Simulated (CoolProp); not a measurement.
Values from CoolProp's reference Helmholtz-energy equation of state, Lemmon 2005. It is a short technical equation, of lower accuracy than the large ones.

Give the vapour pressure (MPa), liquid cp (kJ/(kg K)), surface tension (mN/m) of saturated 1-butene at 293.6, 336 K.


```json
[
 {"T (K)": "293.6", "p (MPa)": "0.258", "liquid cp (kJ/(kg K))": "2.29", "surface tension (mN/m)": "12.5"},
 {"T (K)": "336", "p (MPa)": "0.815", "liquid cp (kJ/(kg K))": "2.55", "surface tension (mN/m)": "7.51"}
]
```

Surface tension comes from a separate correlation (Mulero 2012).
